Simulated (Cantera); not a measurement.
Feed: 1 mol MgO, 0.056 mol SO3, 6.9 mol H2O, 1.6 mol H2S, held at 925 K and 0.0133 bar.

Method: chemical equilibrium by Gibbs-energy minimisation in Cantera with the NASA 1993 tables (ideal gas, pure condensed phases). Candidate condensed phases: H2O, H2SO4, Mg, MgO, Mg(OH)2, MgS, MgSO4, S; 26 gas species. Gases not in the tables: S3 to S7. Kinetics and transport are ignored.

Base state: H2O 0.805, H2S 0.144, H2 0.0262, S2 0.0214, SO2 0.00295, S2O 6.25e-5 (mole fractions); condensed: MgO(s).

Problem. What changes in the equilibrium state with this change: MgO replaced by FeS2?

Solution. 
| species | before | after |
|---|---|---|
| H2O | 0.805 | 0.753 |
| H2S | 0.144 | 0.159 |
| S2 | 0.0214 | 0.0603 |
| H2 | 0.0262 | 0.0173 |
| S2O | 6.25e-5 | 0.000249 |
| SO2 | 0.00295 | 0.00994 |
| SH | 9.37e-6 | 1.28e-5 |
| MgO(s), mol | 1.00 | 0 |
| FeS(s), mol | 0 | 1.00 |
FeS: taken at fixed stoichiometry. Further candidate phases: Fe, FeO, Fe(OH)2, Fe(OH)3, FeS, FeSO4, FeS2, Fe2O3, Fe2(SO4)3, Fe3O4.

Problem. What changes in the equilibrium state with this change: temperature from 925 K to 1223 K?

Solution. 
```
species       before     after
-----------  -------  --------
H2O            0.805     0.749
H2            0.0262     0.122
H2S            0.144    0.0613
SO2          0.00295    0.0131
S2            0.0214    0.0532
SO           1.23e-6  0.000153
SH           9.37e-6  0.000339
S2O          6.25e-5  0.000231
MgO(s), mol     1.00      1.00
```
